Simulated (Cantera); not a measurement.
A Cantera script and what it prints.

```python
import numpy as np
import cantera as ct

gas_names = """
    C CO CO2 C2 C2O C3 C3O2 C4 C5 O O2 O3 Pb PbO Pb2
""".split()
cond_names = """
    C(gr) Pb(cr) Pb(L) PbO(rd) PbO(yw) PbO(L) PbO2(s) Pb3O4(s)
""".split()


def load(file, names, dense=False):
    # The tables refer to 1 bar. Condensed volumes are neglected.
    table = {s.name: s for s in ct.Species.list_from_file(file)}
    out = []
    for n in names:
        d = dict(table[n].input_data)
        d["thermo"] = dict(d["thermo"], **{"reference-pressure": 1e5})
        if dense:
            d["equation-of-state"] = {"model": "constant-volume", "density": "1e6 g/cm^3"}
        out.append(ct.Species.from_dict(d))
    return out


gas = ct.Solution(thermo="ideal-gas", species=load("nasa_gas.yaml", gas_names))
cond = {s.name: ct.Solution(thermo="fixed-stoichiometry", species=[s], name=s.name)
        for s in load("nasa_condensed.yaml", cond_names, dense=True)}
atoms = {
    'PbO': {'Pb': 1, 'O': 1},
    'C': {'C': 1},
    'CO': {'C': 1, 'O': 1},
}
top_T = {'C(gr)': 4500, 'Pb3O4(s)': 820}  # K; cautious upper limits of use, not melting points


def equilibrate(T, P, feed):
    n = {}
    for name, mol in feed.items():
        for a, k in atoms[name].items():
            n[a] = n.get(a, 0.0) + k * mol
    gas.TPX = T, P, n
    mass = sum(n.values()) * gas.mean_molecular_weight
    gas.equilibrate("TP")
    valid = [c for c in cond.values() if c.min_temp <= T <= top_T.get(c.name, c.max_temp)]
    mix = ct.Mixture([(gas, mass / gas.mean_molecular_weight)] + [(c, 0.0) for c in valid])
    mix.T, mix.P = T, P
    mix.equilibrate("TP", solver="vcs", rtol=1e-11, max_steps=5000)
    return mix


results = []
T = 1598.15  # K
P = 120000  # Pa
for m in [0.65, 0.84, 1.1, 1.4, 1.8, 2.4, 3.1, 4, 5.2, 6.8]:
    feed = {'PbO': 1, 'C': m, 'CO': 0.012}  # mol
    mix = equilibrate(T, P, feed)
    results.append((T, P, feed, dict(zip(mix.species_names, mix.species_moles))))

top = {s: max(r[3][s] / sum(r[3][g] for g in gas_names) for r in results) for s in gas_names}
cols = sorted((s for s in top if top[s] > 0.0001), key=lambda s: -top[s])[:8]
seen = [c for c in cond_names if any(r[3].get(c, 0) > 1e-12 for r in results)]
print("log10 of partial pressures in bar; condensed amounts in mol")
print(f"{'n(C)':>10s}" + "".join(f"{s[:9]:>10s}" for s in cols + seen))
for T, P, feed, n in results:
    ng = sum(n[g] for g in gas_names)
    print(f"{feed['C']:10.4g}" + "".join(f"{np.log10(max(n[s] / ng * P / 1e5, 1e-99)):10.3f}" for s in cols)
          + "".join(f"{n.get(c, 0):10.4g}" for c in seen))
```

Result:

```
log10 of partial pressures in bar; condensed amounts in mol
      n(C)        CO       CO2        Pb       PbO     C(gr)     Pb(L)
      0.65    -0.270    -0.220    -1.224    -3.851         0    0.9652
      0.84    -0.033    -0.669    -1.224    -4.537         0    0.9554
       1.1     0.057    -3.416    -1.224    -7.374    0.1003     0.947
       1.4     0.057    -3.416    -1.224    -7.374    0.4003     0.947
       1.8     0.057    -3.416    -1.224    -7.374    0.8003     0.947
       2.4     0.057    -3.416    -1.224    -7.374       1.4     0.947
       3.1     0.057    -3.416    -1.224    -7.374       2.1     0.947
         4     0.057    -3.416    -1.224    -7.374         3     0.947
       5.2     0.057    -3.416    -1.224    -7.374       4.2     0.947
       6.8     0.057    -3.416    -1.224    -7.374       5.8     0.947
```

These are equilibrium values from Cantera (NASA tables, ideal gas, pure condensed phases), not measurements of a reactor. Gases not in the tables: (PbO)n polymers.
